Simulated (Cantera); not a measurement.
A closed system holds: 1 mol Si, 0.041 mol CO2, 110 mol H2, equilibrated at 25.0 bar.

These are equilibrium values from Cantera (NASA tables, ideal gas, pure condensed phases), not measurements of a reactor. Candidate condensed phases: C, C6H6, C7H8, C8H18, H2O, Si, SiC, SiO2; 123 gas species. Mutual solubility and eutectic melting of coexisting phases are not modelled. The tables hold silica as quartz up to 1696 K and as liquid above; real silica turns to tridymite and cristobalite and melts near 1996 K. Gases not in the tables: Si2H6 and higher silanes. Kinetics and transport are ignored.

Which condensed phases are stable at each of these points (T (°C)): 500, 550, 600, 650, 700, 750, 800, 850, 900, 950, 1000?


```
T (°C)        condensed phases  Si condensed (%)
------  ----------------------  ----------------
500     Si(s) + SiO2(α-quartz)             100.0
550     Si(s) + SiO2(α-quartz)              99.9
600     Si(s) + SiO2(β-quartz)              99.9
650     Si(s) + SiO2(β-quartz)              99.9
700     Si(s) + SiO2(β-quartz)              99.9
750     Si(s) + SiO2(β-quartz)              99.9
800     Si(s) + SiO2(β-quartz)              99.9
850     Si(s) + SiO2(β-quartz)              99.8
900     Si(s) + SiO2(β-quartz)              99.8
950     Si(s) + SiO2(β-quartz)              99.8
1000    Si(s) + SiO2(β-quartz)              99.8
```

From 500 °C to 550 °C the condensed part is Si(s) + SiO2(α-quartz). From 600 °C to 1000 °C the condensed part is Si(s) + SiO2(β-quartz).
